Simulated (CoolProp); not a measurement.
Vapour-liquid equilibrium of R125 (1) + R236FA (2) at 0.0709 bar; x and y are mole fractions of (1).

Model: multi-fluid Helmholtz-energy mixture model, Lemmon 2005 and Pan 2012; pair parameters Bell 2016, in CoolProp.

```csv
x,"bubble temperature, mixture model (°C)","bubble temperature, Raoult's law (°C)","y, mixture model","y, Raoult's law"
0.05,-58.5,-58.2,0.433,0.423
0.15,-67.9,-67.4,0.757,0.748
0.25,-73.7,-73.2,0.870,0.865
0.35,-77.8,-77.3,0.921,0.920
0.45,-80.8,-80.5,0.950,0.950
0.55,-83.2,-83.0,0.967,0.968
0.65,-85.2,-85.1,0.979,0.980
0.75,-86.9,-86.8,0.987,0.988
0.85,-88.4,-88.4,0.993,0.994
0.95,-89.7,-89.7,0.998,0.998
```

The largest gap from Raoult's law is -0.5 K in bubble temperature, at x = 0.25. No azeotrope shows between x = 0.05 and 0.95.

The pair parameters rest on a limited set of measurements; away from them the model extrapolates.
